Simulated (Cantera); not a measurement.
Feed: 1 mol Ti(OiPr)₄, 16 mol O₂, held at 1600 K and 0.0133 bar.

Equilibrium computed with Cantera from the NASA thermochemical tables; the gas is ideal and each condensed phase is pure. Candidate condensed phases: C, C₆H₆, C₇H₈, C₈H₁₈, H₂O, Ti, TiC, TiO, TiO₂, Ti₂O₃, Ti₃O₅, Ti₄O₇; 113 gas species. The feed counts by its element totals alone. The numbers say what is thermodynamically allowed, not how fast it happens.

Base state: H₂O 0.490, CO₂ 0.356, CO 0.105, H₂ 0.0483, H 0.000103, OH 4.11e-5 (mole fractions); condensed: TiO₂(rutile).

Problem. What changes in the equilibrium state with this change: O₂ from 16 to 0.058 mol?

Solution. 
| species | before | after |
|---|---|---|
| H₂ | 0.0483 | 0.772 |
| CO | 0.105 | 0.227 |
| H | 0.000103 | 0.000414 |
| H₂O | 0.490 | 2.04e-6 |
| CO₂ | 0.356 | 2.00e-7 |
| OH | 4.11e-5 | <1e-9 |
| C₂H₂ (acetylene) | <1e-9 | 2.12e-5 |
| CH₄ | <1e-9 | 1.30e-5 |
| TiO₂(rutile), mol | 1.00 | 0 |
| C(graphite), mol | 0 | 6.88 |
| TiC(s), mol | 0 | 1.00 |
TiC: taken at fixed stoichiometry.
